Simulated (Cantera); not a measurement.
Input: 1 mol SiH4, 0.32 mol CH4, 1800 mol H2, at 1575 K and 1.60 mbar.

Equilibrium computed with Cantera from the NASA thermochemical tables; the gas is ideal and each condensed phase is pure. Candidate condensed phases: C, C6H6, C7H8, C8H18, Si, SiC; 87 gas species. Mutual solubility and eutectic melting of coexisting phases are not modelled. Equilibrium is a limit: real reactors are often held back by kinetics, nucleation or transport.

Base state: H2 0.999, H 0.00104, Si 3.59e-5 (mole fractions); condensed: Si(s) + SiC(s).

What changes in the equilibrium state with this change: pressure from 1.60 mbar to 0.133 bar?


| species | before | after |
|---|---|---|
| H2 | 0.999 | 1.000 |
| H | 0.00104 | 0.000114 |
| Si | 3.59e-5 | 4.31e-7 |
| Si(s), mol | 0.602 | 0.676 |
| SiC(s), mol | 0.320 | 0.316 |

What changes in the equilibrium state with this change: temperature from 1575 K to 2150 K?


```csv
species,before,after
H2,0.999,0.899
H,0.00104,0.1000
Si,3.59e-5,0.000514
C2H2 (acetylene),1.96e-9,8.18e-5
"Si(s), mol",0.602,0
"SiC(s), mol",0.320,0
```
